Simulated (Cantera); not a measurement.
An adiabatic, constant-pressure homogeneous reactor starts with CH₃OH : O₂ : N₂ = 1 : 3.41 : 12.8 (molar parts), at 1473 K and 0.320 bar. Integrator tolerance rtol = 1e-08.

Detailed kinetics in Cantera: GRI-Mech 3.0 (53 species, 325 reactions). GRI-Mech 3.0 was tuned for natural gas; its chemistry of methanol as a main component is partial and can be far from experiment.

Problem. What does this change do: initial temperature 1473 to 950 K?

Solution. 
| quantity | before | after |
|---|---|---|
| time of steepest temperature rise | 1.14 ms | not reached |
| temperature at 2.00 s | 2324 K | 950 K |
| equilibrium temperature | 2324 K | 1944 K |
| x(CH₃OH) at 2.00 s | <1e-12 (gas-phase equilibrium <1e-12) | 0.0581 (gas-phase equilibrium <1e-12) |
| x(O₂) at 2.00 s | 0.101 (gas-phase equilibrium 0.101) | 0.198 (gas-phase equilibrium 0.105) |
| x(HO₂) at 2.00 s | 3.89e-6 (gas-phase equilibrium 3.89e-6) | 4.17e-7 (gas-phase equilibrium 1.06e-6) |
| x(C₂H₂) at 2.00 s | <1e-12 (gas-phase equilibrium <1e-12) | <1e-12 (gas-phase equilibrium <1e-12) |
| x(C₂H₄) at 2.00 s | <1e-12 (gas-phase equilibrium <1e-12) | <1e-12 (gas-phase equilibrium <1e-12) |
| x(O) at 2.00 s | 0.00321 (gas-phase equilibrium 0.00321) | <1e-12 (gas-phase equilibrium 0.000248) |
Below about 1000 K GRI-Mech 3.0 lacks low-temperature oxidation paths.

Problem. What does this change do: initial temperature 1473 to 1625 K?

Solution. 
```
quantity                                                            before                                    after
---------------------------------  ---------------------------------------  ---------------------------------------
time of steepest temperature rise                                  1.14 ms                                 0.338 ms
temperature at 2.00 s                                               2324 K                                   2411 K
equilibrium temperature                                             2324 K                                   2411 K
x(CH₃OH) at 2.00 s                   <1e-12 (gas-phase equilibrium <1e-12)    <1e-12 (gas-phase equilibrium <1e-12)
x(O₂) at 2.00 s                        0.101 (gas-phase equilibrium 0.101)    0.0993 (gas-phase equilibrium 0.0993)
x(HO₂) at 2.00 s                   3.89e-6 (gas-phase equilibrium 3.89e-6)  4.89e-6 (gas-phase equilibrium 4.89e-6)
x(C₂H₂) at 2.00 s                    <1e-12 (gas-phase equilibrium <1e-12)    <1e-12 (gas-phase equilibrium <1e-12)
x(C₂H₄) at 2.00 s                    <1e-12 (gas-phase equilibrium <1e-12)    <1e-12 (gas-phase equilibrium <1e-12)
x(O) at 2.00 s                     0.00321 (gas-phase equilibrium 0.00321)  0.00516 (gas-phase equilibrium 0.00516)
```
